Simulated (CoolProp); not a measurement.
Properties of toluene along the isotherm 620 K.

The numbers come from the reference Helmholtz-energy equation of state, Lemmon 2006 in CoolProp. It is a short technical equation, of lower accuracy than the large ones.

```tsv
p (MPa)	phase	cp (kJ/(kg K))	isothermal compressibility (1/MPa)	expansivity (1/kK)	conductivity (mW/(m K))	Prandtl number	fugacity coefficient
0.13	gas	2.187	7.770	1.667	43.5	0.712	0.9901
0.211	gas	2.191	4.818	1.702	43.5	0.714	0.9840
0.341	gas	2.198	3.013	1.761	43.5	0.716	0.9741
0.55	gas	2.211	1.902	1.863	43.6	0.721	0.9584
0.889	gas	2.234	1.214	2.050	43.7	0.730	0.9332
1.44	gas	2.279	0.7933	2.427	44.0	0.747	0.8928
2.32	gas	2.384	0.5523	3.318	44.9	0.785	0.8297
3.75	gas	2.776	0.4602	6.665	49.5	0.907	0.7299
6.06	supercritical	4.575	0.2745	19.20	76.7	2.27	0.5693
9.79	supercritical	2.968	0.03096	4.293	80.9	2.29	0.4100
15.8	supercritical	2.739	0.01257	2.458	85.9	2.52	0.3125
25.5	supercritical	2.634	0.006461	1.664	91.5	2.76	0.2623
41.3	supercritical	2.572	0.003642	1.204	98.8	3.03	0.2556
```

The peak of cp marks the crossing from liquid-like to gas-like fluid above the critical point.

Viscosity comes from a separate model (Avgeri 2015). Thermal conductivity comes from a separate model (Assael 2012).
